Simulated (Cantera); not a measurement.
A perfectly stirred reactor is fed with CH4 : N2 = 1 : 42 (molar parts), at 0.0263 atm; it is held at 1425 K, and followed from long to short residence time.

Computed with Cantera and GRI-Mech 3.0 (53 species, 325 reactions). GRI-Mech 3.0 stops at C3 and has no aromatics, soot or wall deposition, so with more carbon than oxygen in the feed, carbon stays in small species such as C2H2 where larger ones or solid carbon would form. Radical loss at walls, strong at low pressure, is not modelled.

```json
[
 {"quantity": "x(CH4) at τ = 8.80 s", "before": "0.0186", "after": "0.0136"},
 {"quantity": "x(H) at τ = 8.80 s", "before": "1.03e-6", "after": "6.63e-7"},
 {"quantity": "x(C2H2) at τ = 8.80 s", "before": "0.00200", "after": "0.00462"},
 {"quantity": "x(C2H6) at τ = 8.80 s", "before": "9.64e-6", "after": "9.92e-6"},
 {"quantity": "x(C2H4) at τ = 8.80 s", "before": "0.000238", "after": "9.14e-5"},
 {"quantity": "x(CH4) at τ = 17.0 ms", "before": "0.0233", "after": "0.0232"},
 {"quantity": "x(H) at τ = 17.0 ms", "before": "4.23e-9", "after": "6.37e-9"},
 {"quantity": "x(C2H2) at τ = 17.0 ms", "before": "1.56e-11", "after": "1.94e-7"},
 {"quantity": "x(C2H6) at τ = 17.0 ms", "before": "1.92e-9", "after": "6.73e-6"},
 {"quantity": "x(C2H4) at τ = 17.0 ms", "before": "2.41e-9", "after": "3.81e-6"}
]
```

Name the change that produced these shifts.
A) pressure from 0.0263 atm to 1.00 atm
B) pressure from 0.0263 atm to 0.563 atm
C) N2 42 to 160 parts
D) temperature 1425 to 1075 K

B, pressure from 0.0263 atm to 0.563 atm
